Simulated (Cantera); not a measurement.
Input: 1 mol SiH4, a varied amount of NH3, equilibrated at 7.50 Torr.

Equilibrium computed with Cantera from the NASA thermochemical tables; the gas is ideal and each condensed phase is pure. Candidate condensed phases: Si, Si3N4; 18 gas species. Mutual solubility and eutectic melting of coexisting phases are not modelled. Rates play no part.

### Question
What condenses at these points (T in °C, n(NH3) in mol): (1302, 0.2); (1527, 1.5); (1452, 1.8); (1377, 1.5); (1377, 1); (1077, 1.8)?

### Answer
```
T (°C)  n(NH3) in mol  condensed phases  Si condensed (%)
------  -------------  ----------------  ----------------
1302              0.2        Si + Si3N4             100.0
1527              1.5                Si              99.8
1452              1.8                Si              99.9
1377              1.5        Si + Si3N4             100.0
1377                1        Si + Si3N4             100.0
1077              1.8             Si3N4             100.0
```
